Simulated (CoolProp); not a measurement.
Diethyl ether at several states: density (kg/m³) from the reference equation and from simpler models built on Tc = 467.9 K, pc = 37.17 bar, ω = 0.282; each cubic takes its own stable root.

Model: reference Helmholtz-energy equation of state, Thol 2014, in CoolProp.

| T (K) | p (bar) | phase | reference |
|---|---|---|---|
| 436.5 | 5.57 | gas | 12.22 |
| 489.3 | 2.6 | gas | 4.836 |
| 426.3 | 74.6 | liquid | 551.6 |

Q: How far does each simpler model (van der Waals, Peng-Robinson) lie from the reference over these 3 states: mean and median of the absolute difference, and the worst?

A: 
- van der Waals: mean 11.8 %, median 1.5 %, worst -33.8 % at 426.3 K and 74.6 bar
- Peng-Robinson: mean 0.5 %, median 0.5 %, worst +0.7 % at 426.3 K and 74.6 bar
